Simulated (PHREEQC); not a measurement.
Dissolve 0.017 mol Pb(NO3)2 per kg of water at 80 °C. Closed to the air; pH follows from the charge balance.

Model: ion-association model, wateq4f.dat, run in PHREEQC.

This is a speciation only: nothing precipitates in the calculation.

Task: Estimate the pH, ionic strength.

Result: pH 4.83; ionic strength 0.0455 mol/kgw.

Task: In which forms is Pb present?

Result: Pb+2 84 %, PbNO3+ 16 % of the Pb.

Examples of supersaturated solids here: Pb(OH)2. Others may be too. Constants without temperature data keep their 25 °C values here.
